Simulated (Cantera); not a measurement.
Charge: 1 mol CaO, 4.6 mol HF, 18 mol O2, at 6.50e-5 bar.

Method: chemical equilibrium by Gibbs-energy minimisation in Cantera with the NASA 1993 tables (ideal gas, pure condensed phases). Candidate condensed phases: Ca, CaF2, CaO, Ca(OH)2, H2O; 29 gas species. Mutual solubility and eutectic melting of coexisting phases are not modelled. The numbers say what is thermodynamically allowed, not how fast it happens.

Task: At 1398 K, list the 4 most abundant gas species with their mole fractions, and the condensed phases.

Result: O2 0.817, HF 0.150, H2O 0.0294, CaF2 0.00319. Condensed: CaF2(s) + CaO(s).
